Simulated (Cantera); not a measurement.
Input (Python, Cantera) and output of one run.

```python
import numpy as np
import cantera as ct

gas_names = """
    AL ALN ALO ALO2 AL2 AL2O AL2O2 N NO NO2 NO3 N2 N2O O O2 O3
""".split()
cond_names = """
    AL(cr) AL(L) ALN(s) AL2O3(a) AL2O3(L)
""".split()


# ... load() reads the species with a 1 bar reference pressure and builds the phases ...
atoms = {
    'Al': {'AL': 1},
    'O2': {'O': 2},
    'N2': {'N': 2},
}
top_T = {'ALN(s)': 2750}  # K; cautious upper limits of use, not melting points


# ... equilibrate(T, P, feed) seeds the gas with the atoms and calls Mixture.equilibrate('TP', solver="vcs", rtol=1e-11, max_steps=5000) ...
results = []
feed = {'Al': 1, 'O2': 5.9, 'N2': 7.2}  # mol
T = 1898  # K
P = 10000  # Pa
mix = equilibrate(T, P, feed)
results.append((T, P, feed, dict(zip(mix.species_names, mix.species_moles))))
print(gas.report(threshold=1e-05))
for i in range(1, mix.n_phases):
    print(f"{mix.phase(i).name:16s} {mix.phase_moles(i):12.5e} mol")
```

Output:

```
       temperature   1898 K
          pressure   10000 Pa
           density   0.018799 kg/m^3
  mean mol. weight   29.667 kg/kmol
   phase of matter   gas

                          1 kg             1 kmol
                     ---------------   ---------------
          enthalpy        1.8336e+06        5.4398e+07  J
   internal energy        1.3017e+06        3.8617e+07  J
           entropy            9514.7        2.8227e+05  J/K
    Gibbs function       -1.6225e+07       -4.8135e+08  J
 heat capacity c_p            1231.9             36545  J/K
 heat capacity c_v             951.6             28231  J/K

                      mass frac. Y      mole frac. X     chem. pot. / RT
                     ---------------   ---------------   ---------------
                NO         0.0069326         0.0068542            -30.69
                N2           0.54712           0.57939           -29.614
                 O         0.0003215        0.00059615           -15.883
                O2           0.44562           0.41315           -31.766
     [  +12 minor]        9.9566e-06        6.4254e-06

AL(L)             0.00000e+00 mol
ALN(s)            0.00000e+00 mol
AL2O3(a)          5.00000e-01 mol
```

Equilibrium computed with Cantera from the NASA thermochemical tables; the gas is ideal and each condensed phase is pure.
